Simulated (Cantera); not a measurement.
An isothermal, constant-pressure homogeneous reactor starts with H2 : O2 = 0.063 : 1 (molar parts), equivalence ratio 0.032, at 1098 K and 0.00760 bar.

Model: the H2/O2 subset of GRI-Mech 3.0, which has no nitrogen chemistry, integrated in Cantera. Radical loss at walls, strong at low pressure, is not modelled. The temperature is held fixed by assumption; the heat of reaction is taken as removed at once.

x: mole fraction; the columns are a selection and need not sum to one.

| t (s) | x H2 | x O2 | x OH | x H2O | x H2O2 | x HO2 | x O |
|---|---|---|---|---|---|---|---|
| 6.00e-6 | 0.0593 | 0.941 | <1e-12 | <1e-12 | <1e-12 | 2.12e-11 | <1e-12 |
| 2.69e-5 | 0.0593 | 0.941 | 8.72e-12 | <1e-12 | <1e-12 | 9.53e-11 | 9.12e-12 |
| 0.000121 | 0.0593 | 0.941 | 1.25e-10 | 4.81e-11 | <1e-12 | 4.28e-10 | 1.50e-10 |
| 0.000543 | 0.0593 | 0.941 | 1.58e-9 | 2.63e-9 | <1e-12 | [?] | 2.58e-9 |
| 0.00244 | 0.0593 | 0.941 | 5.65e-7 | 1.63e-6 | 1.26e-11 | [?] | 1.01e-6 |
| 0.0110 | 0.00140 | 0.901 | 0.00298 | 0.0502 | 6.51e-8 | [?] | 0.0319 |
| 0.0492 | 0.000683 | 0.917 | 0.00211 | 0.0558 | 6.10e-8 | [?] | 0.0191 |
| 0.221 | 0.000126 | 0.935 | 0.000907 | 0.0602 | 6.18e-8 | [?] | 0.00341 |
| 0.992 | 7.98e-6 | 0.939 | 0.000230 | 0.0609 | 3.10e-8 | [?] | 0.000219 |
| 4.45 | 5.73e-7 | 0.939 | 6.26e-5 | 0.0610 | 8.36e-9 | [?] | 1.61e-5 |
| 20.0 | 6.62e-8 | 0.939 | 2.15e-5 | 0.0611 | 1.87e-9 | [?] | 1.90e-6 |

Q: What belongs in the gaps?

A: 
- 0.000543, x HO2: 1.93e-9
- 0.00244, x HO2: 1.36e-8
- 0.0110, x HO2: 3.18e-6
- 0.0492, x HO2: 2.86e-6
- 0.221, x HO2: 1.66e-6
- 0.992, x HO2: 3.54e-7
- 4.45, x HO2: 4.38e-8
- 20.0, x HO2: 6.44e-9
